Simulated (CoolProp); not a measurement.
A Linde-Hampson liquefier for nitrogen: isothermal reversible compression at 200 K from 1 atm to 20 MPa, throttling to 1 atm, return gas leaving the recuperator 2 K below the feed. Each further row changes one setting.

Values from CoolProp's reference Helmholtz-energy equation of state, Span 2000.

```csv
case,liquid yield per pass,compression work (kJ/kg of gas)
as stated,0.229,296
high pressure 40 MPa,0.252,340
warm-end temperature 230 K,0.156,351
warm-end gap 7 K,0.216,296
```
